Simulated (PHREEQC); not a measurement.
Solution A (0.0096 mol/kgw KCl and 0.001 mol/kgw Zn(NO3)2) is mixed with solution B (0.007 mol/kgw HF, 0.028 mol/kgw NaF and 0.17 mol/kgw H3PO4) at 66 °C; shares are by mass of water, 1 kg in all. Oxygen is held at 0.21 atm. CO2 from the air is kept out. The run lets Zn(OH)2-e, Zn5(OH)8Cl2, Zn3(PO4)2:4w, Halite, ZnF2 precipitate or redissolve, and no other solid.

Equilibrium calculation in PHREEQC: ion-association model, wateq4f.dat.

| share of solution B | pH | Zn+2 (mol/kgw) | H3PO4 (mol/kgw) | H2PO4- (mol/kgw) | ZnCl+ (mol/kgw) |
|---|---|---|---|---|---|
| 0 | 5.49 | 0.000923 | 0 | 0 | 7.28e-5 |
| 0.1 | 2.29 | 0.000843 | 0.00855 | 0.00845 | 5.44e-5 |
| 0.2 | 2.12 | 0.000755 | 0.0201 | 0.0139 | 4.15e-5 |
| 0.3 | 2.04 | 0.000666 | 0.0325 | 0.0185 | 3.10e-5 |
| 0.4 | 1.98 | 0.000574 | 0.0452 | ? | 2.24e-5 |
| 0.5 | 1.94 | 0.000482 | 0.0582 | 0.0268 | 1.53e-5 |
| 0.6 | 1.91 | 0.000388 | 0.0714 | 0.0306 | ? |
| 0.7 | 1.88 | 0.000293 | 0.0847 | 0.0343 | 5.38e-6 |
| 0.8 | 1.86 | 0.000196 | ? | 0.0379 | 2.37e-6 |
| 0.9 | 1.84 | 9.86e-5 | 0.112 | ? | 5.88e-7 |
| 1 | 1.82 | 0 | 0.125 | 0.0449 | 0 |

### Question
Complete the blanks.

### Answer

- 0.4, H2PO4- (mol/kgw): 0.0228
- 0.6, ZnCl+ (mol/kgw): 9.68e-6
- 0.8, H3PO4 (mol/kgw): 0.0981
- 0.9, H2PO4- (mol/kgw): 0.0415

H3PO4, which wateq4f.dat lacks, is added to it with the constant of phreeqc.dat. At this temperature some constants are extrapolated from 25 °C, and those without enthalpy data are left unchanged. The database has no phosphate complexes of Zn.
